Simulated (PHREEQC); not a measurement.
A column of 1 m (30 cells, dispersivity 0.035 m, 3600 s a shift, diffusion coefficient 3e-10 m²/s) holds 0.0013 eq of the database's cation exchanger X per kg of pore water, first in equilibrium with 0.044 mol MnCl2 and 1e-05 mol HCl per kg of water. It is flushed with 0.45 mmol/kgw PbCl2 and 0.01 mmol/kgw HCl, at 25 °C. Values are for the last cell. No CO2 enters from the air. Nothing may precipitate in this run.

Base run: PHREEQC, ion-association model, phreeqc.dat. Each further column changes one thing. The table gives PbX2 on the exchanger (mol/kgw).

```json
[
 {"pore volumes": "0", "base": "0", "exchange capacity from 0.0013 to 0.00065 eq/kgw": "0", "dispersivity from 0.035 to 0.07 m": "0"},
 {"pore volumes": "0.5167", "base": "5.44e-8", "exchange capacity from 0.0013 to 0.00065 eq/kgw": "3.37e-8", "dispersivity from 0.035 to 0.07 m": "4.35e-7"},
 {"pore volumes": "1.183", "base": "1.64e-5", "exchange capacity from 0.0013 to 0.00065 eq/kgw": "1.42e-5", "dispersivity from 0.035 to 0.07 m": "2.25e-5"},
 {"pore volumes": "1.683", "base": "4.69e-5", "exchange capacity from 0.0013 to 0.00065 eq/kgw": "8.98e-5", "dispersivity from 0.035 to 0.07 m": "7.70e-5"},
 {"pore volumes": "2.183", "base": "0.000121", "exchange capacity from 0.0013 to 0.00065 eq/kgw": "0.000278", "dispersivity from 0.035 to 0.07 m": "0.000179"},
 {"pore volumes": "2.85", "base": "0.000604", "exchange capacity from 0.0013 to 0.00065 eq/kgw": "0.000323", "dispersivity from 0.035 to 0.07 m": "0.000483"},
 {"pore volumes": "3.35", "base": "0.000645", "exchange capacity from 0.0013 to 0.00065 eq/kgw": "0.000325", "dispersivity from 0.035 to 0.07 m": "0.000607"},
 {"pore volumes": "3.85", "base": "0.000649", "exchange capacity from 0.0013 to 0.00065 eq/kgw": "0.000325", "dispersivity from 0.035 to 0.07 m": "0.000638"},
 {"pore volumes": "4.517", "base": "0.000650", "exchange capacity from 0.0013 to 0.00065 eq/kgw": "0.000325", "dispersivity from 0.035 to 0.07 m": "0.000648"},
 {"pore volumes": "5.017", "base": "0.000650", "exchange capacity from 0.0013 to 0.00065 eq/kgw": "0.000325", "dispersivity from 0.035 to 0.07 m": "0.000649"}
]
```
